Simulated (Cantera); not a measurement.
Charge: 1 mol Si, 9.2 mol Br2, 2.3 mol H2, held at 3.30 Pa.

These are equilibrium values from Cantera (NASA tables, ideal gas, pure condensed phases), not measurements of a reactor. Candidate condensed phases: Br2, Si; 19 gas species. The tables' values for SiBr3 are old estimates; treat these amounts as uncertain. Kinetics and transport are ignored.

x: gas mole fraction; nothing condenses.

```tsv
T (K)	x Br	x Br2	x HBr	x SiBr4	x SiBr2
673	0.00227	0.465	0.438	0.0951	<1e-12
723	0.00753	0.461	0.436	0.0949	<1e-12
773	0.0212	0.451	0.433	0.0942	<1e-12
823	0.0521	0.428	0.427	0.0928	<1e-12
873	0.112	0.385	0.414	0.0899	1.04e-11
923	(withheld)	(withheld)	0.392	0.0853	(withheld)
973	0.337	0.219	0.364	0.0792	3.89e-9
1023	(withheld)	(withheld)	0.337	0.0732	(withheld)
1073	0.552	0.0615	0.317	0.0689	1.04e-6
1123	0.599	0.0271	0.307	0.0666	1.56e-5
1173	0.621	0.0118	0.302	0.0650	0.000202
1223	0.631	0.00537	0.298	0.0613	0.00211
1273	0.645	0.00261	0.289	0.0452	0.0141
1323	0.665	0.00137	0.273	0.0167	0.0389
```

Question: What belongs in the gaps?

Answer: 
- 1023, x Br: 0.463
- 1023, x Br2: 0.127
- 1023, x SiBr2: 6.44e-8
- 923, x Br: 0.209
- 923, x Br2: 0.313
- 923, x SiBr2: 2.19e-10
